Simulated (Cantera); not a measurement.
A perfectly stirred reactor is fed with CH4 : C2H6 : C3H8 : O2 : N2 : CO2 = 1 : 0.83 : 0.67 : 13.5 : 83.9 : 25 (molar parts), equivalence ratio 0.61, at 10.0 bar; it is adiabatic with a 675 K inlet, and is followed from long to short residence time, starting on the burning branch (τ in s: 0.06, 0.03, 0.015, 0.0076, 0.0038, 0.0019, 0.00098, 0.00049, 0.00025, 0.00013, 6.3e-05, 3.2e-05, 1.6e-05).

Detailed kinetics in Cantera: GRI-Mech 3.0 (53 species, 325 reactions).

```tsv
quantity	before	after
blow-out, bracketed by the residence times tried	burning at 15.0 ms, out at 7.60 ms	burning at 3.80 ms, out at 1.90 ms
x(CH4) at τ = 60.0 ms	4.66e-5	9.54e-6
x(C2H6) at τ = 60.0 ms	8.34e-6	1.73e-6
x(C3H8) at τ = 60.0 ms	7.05e-6	1.52e-6
x(H2) at τ = 60.0 ms	3.64e-5	1.24e-5
x(CH2) at τ = 60.0 ms	1.38e-9	2.80e-9
x(CH4) at τ = 0.980 ms	0.00801	0.00990
x(C2H6) at τ = 0.980 ms	0.00665	0.00822
x(C3H8) at τ = 0.980 ms	0.00536	0.00663
x(H2) at τ = 0.980 ms	<1e-12	<1e-12
x(CH2) at τ = 0.980 ms	<1e-12	<1e-12
```

Problem. Name the change that produced these shifts.
(A) N2 83.9 to 130 parts
(B) N2 83.9 to 60 parts
(C) inlet temperature 675 to 725 K
(D) inlet temperature 675 to 475 K

Solution. B, N2 83.9 to 60 parts
